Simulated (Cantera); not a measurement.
Input (Python, Cantera) and output of one run.

```python
import numpy as np
import cantera as ct

gas_names = """
    CL CLO CL2 Fe FeCL FeCL2 FeCL3 FeO Fe(OH)2 Fe2CL4 Fe2CL6 H HCL HNO HNO2 HNO3 HOCL HO2 H2 H2O H2O2 N
    NH NH2 NH3 NH2OH NO NO2 NO3 N2 N2H2 N2H4 N2O O OH O2 O3
""".split()
cond_names = """
    Fe(a) Fe(c) Fe(d) Fe(L) FeCL2(s) FeCL2(L) FeCL3(s) FeCL3(L) FeO(s) FeO(L) Fe(OH)2(s) Fe(OH)3(s)
    Fe2O3(s) Fe3O4(s) H2O(s) H2O(L) NH4CL(a) NH4CL(b)
""".split()


# ... load() reads the species with a 1 bar reference pressure and builds the phases ...
atoms = {
    'FeCl3': {'Fe': 1, 'CL': 3},
    'H2O': {'H': 2, 'O': 1},
    'N2': {'N': 2},
}
top_T = {'Fe2O3(s)': 1830, 'Fe3O4(s)': 1870}  # K; cautious upper limits of use, not melting points


# ... equilibrate(T, P, feed) seeds the gas with the atoms and calls Mixture.equilibrate('TP', solver="vcs", rtol=1e-11, max_steps=5000) ...
results = []
feed = {'FeCl3': 1, 'H2O': 2.9, 'N2': 24}  # mol
P = 0.48  # Pa
for T in [825, 925, 1025, 1125, 1225, 1325, 1425, 1525, 1625]:
    mix = equilibrate(T, P, feed)
    results.append((T, P, feed, dict(zip(mix.species_names, mix.species_moles))))

top = {s: max(r[3][s] / sum(r[3][g] for g in gas_names) for r in results) for s in gas_names}
cols = sorted((s for s in top if top[s] > 1e-05), key=lambda s: -top[s])[:5]
seen = [c for c in cond_names if any(r[3].get(c, 0) > 1e-12 for r in results)]
print("log10 of partial pressures in bar; condensed amounts in mol")
print(f"{'T/K':>10s}" + "".join(f"{s[:9]:>10s}" for s in cols + seen))
for T, P, feed, n in results:
    ng = sum(n[g] for g in gas_names)
    print(f"{T:10.4g}" + "".join(f"{np.log10(max(n[s] / ng * P / 1e5, 1e-99)):10.3f}" for s in cols)
          + "".join(f"{n.get(c, 0):10.4g}" for c in seen))
```

Result:

```
log10 of partial pressures in bar; condensed amounts in mol
       T/K        N2       HCL       H2O        CL     FeCL2    FeO(s)  Fe2O3(s)  Fe3O4(s)
       825    -5.392    -6.295    -6.626   -10.674   -10.544         0    0.4999         0
       925    -5.392    -6.296    -6.625    -9.687    -9.515         0    0.4991         0
      1025    -5.392    -6.300    -6.621    -8.928    -8.683         0    0.4939         0
      1125    -5.393    -6.313    -6.611    -8.076    -8.292         0         0    0.3232
      1225    -5.394    -6.342    -6.585    -7.761    -7.792         0         0    0.3014
      1325    -5.394    -6.394    -6.545    -7.525    -7.451         0         0    0.2631
      1425    -5.395    -6.468    -6.504    -7.349    -7.230         0         0    0.2161
      1525    -5.397    -6.555    -6.474    -7.175    -7.110    0.2278         0   0.09726
      1625    -5.405    -6.623    -6.478    -6.970    -7.136    0.2947         0         0
```

Equilibrium computed with Cantera from the NASA thermochemical tables; the gas is ideal and each condensed phase is pure. Mutual solubility and eutectic melting of coexisting phases are not modelled. The tables' stoichiometric FeO is somewhat more stable than real wüstite, so its field is too wide. FeO: taken at fixed stoichiometry. Condensed phases not in the tables: FeOCl.
